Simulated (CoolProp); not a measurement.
Properties of R113 along the isotherm 500 K.

Values from CoolProp's reference Helmholtz-energy equation of state, Marx 1992.

```json
[
 {"p (MPa)": "0.121", "phase": "gas", "density (kg/m³)": "5.515", "cp (kJ/(kg K))": "0.8088", "Joule-Thomson coefficient (K/MPa)": "8.445", "fugacity coefficient": "0.9890"},
 {"p (MPa)": "0.242", "phase": "gas", "density (kg/m³)": "11.16", "cp (kJ/(kg K))": "0.8124", "Joule-Thomson coefficient (K/MPa)": "8.577", "fugacity coefficient": "0.9781"},
 {"p (MPa)": "0.363", "phase": "gas", "density (kg/m³)": "16.93", "cp (kJ/(kg K))": "0.8162", "Joule-Thomson coefficient (K/MPa)": "8.716", "fugacity coefficient": "0.9672"},
 {"p (MPa)": "0.485", "phase": "gas", "density (kg/m³)": "22.90", "cp (kJ/(kg K))": "0.8204", "Joule-Thomson coefficient (K/MPa)": "8.862", "fugacity coefficient": "0.9562"},
 {"p (MPa)": "0.606", "phase": "gas", "density (kg/m³)": "28.97", "cp (kJ/(kg K))": "0.8247", "Joule-Thomson coefficient (K/MPa)": "9.013", "fugacity coefficient": "0.9454"},
 {"p (MPa)": "0.727", "phase": "gas", "density (kg/m³)": "35.21", "cp (kJ/(kg K))": "0.8295", "Joule-Thomson coefficient (K/MPa)": "9.171", "fugacity coefficient": "0.9346"},
 {"p (MPa)": "0.848", "phase": "gas", "density (kg/m³)": "41.61", "cp (kJ/(kg K))": "0.8345", "Joule-Thomson coefficient (K/MPa)": "9.337", "fugacity coefficient": "0.9238"},
 {"p (MPa)": "0.969", "phase": "gas", "density (kg/m³)": "48.20", "cp (kJ/(kg K))": "0.8400", "Joule-Thomson coefficient (K/MPa)": "9.512", "fugacity coefficient": "0.9131"},
 {"p (MPa)": "1.09", "phase": "gas", "density (kg/m³)": "54.99", "cp (kJ/(kg K))": "0.8460", "Joule-Thomson coefficient (K/MPa)": "9.695", "fugacity coefficient": "0.9024"},
 {"p (MPa)": "1.21", "phase": "gas", "density (kg/m³)": "61.94", "cp (kJ/(kg K))": "0.8524", "Joule-Thomson coefficient (K/MPa)": "9.887", "fugacity coefficient": "0.8918"},
 {"p (MPa)": "1.33", "phase": "gas", "density (kg/m³)": "69.11", "cp (kJ/(kg K))": "0.8594", "Joule-Thomson coefficient (K/MPa)": "10.09", "fugacity coefficient": "0.8813"},
 {"p (MPa)": "1.45", "phase": "gas", "density (kg/m³)": "76.53", "cp (kJ/(kg K))": "0.8670", "Joule-Thomson coefficient (K/MPa)": "10.30", "fugacity coefficient": "0.8707"},
 {"p (MPa)": "1.57", "phase": "gas", "density (kg/m³)": "84.22", "cp (kJ/(kg K))": "0.8754", "Joule-Thomson coefficient (K/MPa)": "10.53", "fugacity coefficient": "0.8602"},
 {"p (MPa)": "1.7", "phase": "gas", "density (kg/m³)": "92.89", "cp (kJ/(kg K))": "0.8854", "Joule-Thomson coefficient (K/MPa)": "10.79", "fugacity coefficient": "0.8489"}
]
```
